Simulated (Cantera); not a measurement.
An isothermal, constant-pressure homogeneous reactor starts with 13.7 % N₂O, 0.0151 % H₂, 86.3 % N₂, at 1450 K and 100000 Pa.

Detailed kinetics in Cantera: GRI-Mech 3.0 (53 species, 325 reactions). GRI-Mech 3.0 was tuned for natural gas; its chemistry of N2O as a main component is partial and can be far from experiment. The temperature is held fixed by assumption; the heat of reaction is taken as removed at once.

One state of this run: x N₂O = 0.136; x H₂ = 0.000108; x N₂ = 0.864; x O₂ = 0.000484; x OH = 2.84e-5; x H = 3.98e-7; x H₂O = 2.70e-5. x: mole fraction; the columns are a selection and need not sum to one.

Task: Which value of t (s) does it belong to?
A) 3.01e-5
B) 0.00379
C) 59.7
D) 0.000338

Result: D, 0.000338
